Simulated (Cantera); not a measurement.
## Chlorosilane synthesis and conversion: SiCl4 + HCl + H2

Input: 1 mol SiCl4, 3.1 mol HCl, 11 mol H2, held at 777 °C and 975 Torr.

Method: chemical equilibrium by Gibbs-energy minimisation in Cantera with the NASA 1993 tables (ideal gas, pure condensed phases). Candidate condensed phases: Si; 19 gas species. The tables' values for SiCl3 are old estimates; treat these amounts as uncertain. Rates play no part.

| Quantity | Result |
|---|---|
| x(H2) | 0.726 |
| x(HCl) | 0.208 |
| x(SiCl4) | 0.0638 |
| x(SiHCl3) | 0.00232 |
| x(SiCl3) | 7.65e-5 |
| x(SiH2Cl2) | 9.58e-6 |
| x(SiCl2) | 1.66e-6 |
| gas amount | 15.10 mol |
| log10 activity of Si(s) (absent) | -4.83 |
